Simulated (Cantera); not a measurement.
Cantera run, input and output.

```python
import numpy as np
import cantera as ct

gas = ct.Solution("h2o2.yaml")
gas.TPX = 673, 100000, {'H2': 1, 'O2': 0.962, 'N2': 3.37, 'H2O': 0.94}
flame = ct.FreeFlame(gas, width=0.04)
flame.set_refine_criteria(ratio=3, slope=0.08, curve=0.16)
flame.transport_model = "mixture-averaged"
flame.solve(loglevel=0, auto=True)
z, T = flame.grid, flame.T
thick = (T[-1] - T[0]) / np.gradient(T, z).max()
show = ['H2', 'O2', 'H2O', 'H2O2', 'OH', 'HO2']
print(f"laminar burning velocity  {flame.velocity[0] * 100:.3f} cm/s")
print(f"burnt temperature         {T[-1]:.1f} K")
print(f"thermal thickness         {thick * 1e3:.4f} mm")
print(f"grid points               {len(z)}")
z0 = z[flame.heat_release_rate.argmax()]
print(f"{'z/mm':>9s}{'T/K':>9s}{'u/(m/s)':>9s}" + "".join(f"{s:>11s}" for s in show))
rows = []
for k in (-3, -2, -1.5, -1, -0.5, -0.25, 0, 0.25, 0.5, 1, 2, 4, 8):
    zz = z0 + k * thick
    rows.append([k * thick, np.interp(zz, z, T), np.interp(zz, z, flame.velocity),
                 *(np.interp(zz, z, flame.X[gas.species_index(s)]) for s in show)])
    print(f"{rows[-1][0] * 1e3:9.3f}{rows[-1][1]:9.1f}{rows[-1][2]:9.3f}" + "".join(f"{x:11.3e}" for x in rows[-1][3:]))
```

It prints:

```
laminar burning velocity  278.641 cm/s
burnt temperature         1787.5 K
thermal thickness         0.4096 mm
grid points               104
     z/mm      T/K  u/(m/s)         H2         O2        H2O       H2O2         OH        HO2
   -1.229    673.0    2.786  1.593e-01  1.534e-01  1.499e-01  2.708e-10  1.807e-14  4.400e-09
   -0.819    673.0    2.784  1.585e-01  1.535e-01  1.501e-01  6.688e-09  2.820e-12  1.076e-07
   -0.614    673.3    2.780  1.569e-01  1.538e-01  1.504e-01  5.834e-08  6.585e-11  9.304e-07
   -0.410    676.2    2.774  1.508e-01  1.548e-01  1.518e-01  1.151e-06  1.039e-08  1.808e-05
   -0.205    750.0    3.002  1.237e-01  1.557e-01  1.642e-01  3.091e-05  6.770e-05  3.695e-04
   -0.102    954.5    3.746  9.056e-02  1.464e-01  1.951e-01  3.532e-05  5.579e-04  2.983e-04
    0.000   1224.4    4.746  5.073e-02  1.227e-01  2.453e-01  1.328e-05  2.147e-03  1.641e-04
    0.102   1421.2    5.485  2.332e-02  9.948e-02  2.857e-01  5.930e-06  5.023e-03  9.883e-05
    0.205   1534.2    5.906  1.235e-02  8.876e-02  3.041e-01  3.620e-06  6.902e-03  6.927e-05
    0.410   1644.6    6.307  6.367e-03  8.329e-02  3.166e-01  1.884e-06  7.367e-03  4.281e-05
    0.819   1721.3    6.576  3.101e-03  8.171e-02  3.245e-01  9.744e-07  5.899e-03  2.205e-05
    1.639   1761.7    6.715  1.166e-03  8.146e-02  3.291e-01  4.989e-07  3.866e-03  8.999e-06
    3.277   1778.3    6.771  3.842e-04  8.165e-02  3.312e-01  2.475e-07  2.304e-03  3.356e-06
```

Computed with Cantera and the H2/O2 subset of GRI-Mech 3.0, which has no nitrogen chemistry. Burning velocities carry a grid error of a few per cent, more on coarse grids. Lean hydrogen flames are cellular in practice and burn faster than this planar one.
